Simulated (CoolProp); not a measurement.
Vapour-liquid equilibrium of R227EA (1) + isobutene (2) at 254.6 K; x and y are mole fractions of (1).

Computed with CoolProp (multi-fluid Helmholtz-energy mixture model, Lemmon 2016 and Lemmon 2005; pair parameters Bell 2016).

| x | bubble pressure (kPa) | y at the bubble point | dew pressure at overall composition x (kPa) | liquid density (mol/L) |
|---|---|---|---|---|
| 0.05 | 75.96 | (withheld) | 65.77 | 11.23 |
| 0.15 | (withheld) | 0.387 | 72.08 | 10.92 |
| 0.25 | 99.40 | (withheld) | 79.50 | (withheld) |
| 0.35 | 103.5 | 0.518 | (withheld) | 10.37 |
| 0.45 | 105.7 | 0.555 | (withheld) | 10.12 |
| 0.55 | 107.0 | 0.592 | (withheld) | 9.901 |
| 0.65 | 107.2 | 0.636 | 107.1 | 9.699 |
| 0.75 | 106.1 | 0.695 | 104.1 | (withheld) |
| 0.85 | 102.9 | 0.780 | 99.56 | 9.350 |
| 0.95 | 96.61 | 0.909 | 94.53 | 9.198 |

Q: Complete the blanks.

A: 
- 0.05, y at the bubble point: 0.204
- 0.15, bubble pressure (kPa): 91.58
- 0.25, y at the bubble point: 0.469
- 0.25, liquid density (mol/L): 10.63
- 0.35, dew pressure at overall composition x (kPa): 88.14
- 0.45, dew pressure at overall composition x (kPa): 97.63
- 0.55, dew pressure at overall composition x (kPa): 105.5
- 0.75, liquid density (mol/L): 9.516

y crosses x between x = 0.55 and 0.65: the model has an azeotrope there.

Pair parameters are fitted to limited data, so mixtures are less certain than the pure fluids.
